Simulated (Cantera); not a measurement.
Input: 1 mol SiF₄, 0.45 mol O₂, 11 mol H₂, 0.53 mol H₂O, at 1700 K and 13.3 mbar.

Cantera equilibrium calculation (NASA polynomials, part measured and part estimated; ideal gas, pure solids and liquids). Candidate condensed phases: H₂O, Si, SiO₂; 38 gas species. The tables' values for SiF₃, SiF₂ are old estimates; treat these amounts as uncertain. The tables hold silica as quartz up to 1696 K and as liquid above; real silica turns to tridymite and cristobalite and melts near 1996 K. Kinetics and transport are ignored.

Base state: H₂ 0.755, HF 0.213, SiF₄ 0.0200, H₂O 0.00532, SiO 0.00294, SiF₃ 0.00238, H 0.00111, SiHF₃ 0.000123 (mole fractions); condensed: SiO₂(condensed).

What changes in the equilibrium state with this change: pressure from 13.3 mbar to 2.10 mbar?


```
species                 before     after
--------------------  --------  --------
H₂                       0.755     0.712
HF                       0.213     0.248
SiO                    0.00294    0.0223
SiF₄                    0.0200   0.00917
SiHF₃                 0.000123   4.58e-5
H                      0.00111   0.00271
SiF₂                  0.000118  0.000241
H₂O                    0.00532   0.00420
SiF₃                   0.00238   0.00230
SiO₂(condensed), mol     0.660     0.534
```
